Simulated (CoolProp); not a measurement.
Properties of R236FA at several states.

Values from CoolProp's reference Helmholtz-energy equation of state, Pan 2012.

```csv
T (K),p (MPa),phase,Z,cp (kJ/(kg K)),speed of sound (m/s),conductivity (mW/(m K))
328.7,4.99,liquid,0.2168,1.277,454.6,67.7
304.4,0.212,gas,0.9348,0.8693,126.1,13.2
289.5,12.5,liquid,0.5499,1.183,650.8,81.5
214.3,0.375,liquid,0.01982,1.163,890.4,100
```

Thermal conductivity comes from a separate model (Huber 2003), an estimate that may be off by 10 % or more.
